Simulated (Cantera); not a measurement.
## NO annealing gas

An isothermal, constant-pressure homogeneous reactor starts with NO : N2 = 1 : 0.95 (molar parts), at 2073 K and 750 Torr.

Model: GRI-Mech 3.0 (53 species, 325 reactions), integrated in Cantera.

```
t (s)       x NO      x O2     x N2O   x N2     x NO2
--------  ------  --------  --------  -----  --------
0.000100   0.513   2.39e-6   4.23e-5  0.487   2.88e-5
0.000246   0.512   2.02e-5   8.09e-5  0.487   8.09e-5
0.000605   0.512  0.000162  0.000118  0.487  0.000150
0.00149    0.511  0.000698  0.000128  0.488  0.000169
0.00366    0.508   0.00207  0.000127  0.489  0.000178
0.00902    0.501   0.00545  0.000123  0.493  0.000199
0.0222     0.485    0.0138  0.000114  0.501  0.000239
0.0546     0.445    0.0336   9.40e-5  0.521  0.000298
0.134      0.358    0.0767   5.95e-5  0.564  0.000341
0.330      0.214     0.149   2.08e-5  0.636  0.000278
0.813     0.0750     0.218   2.90e-6  0.706  0.000117
2.00      0.0191     0.246   6.43e-7  0.734   3.16e-5
```
x: mole fraction; the columns are a selection and need not sum to one.

Equilibrium at this temperature and pressure: NO 0.00988, O2 0.251, N2O 5.35e-7, N2 0.738, NO2 1.65e-5 (gas phase only).
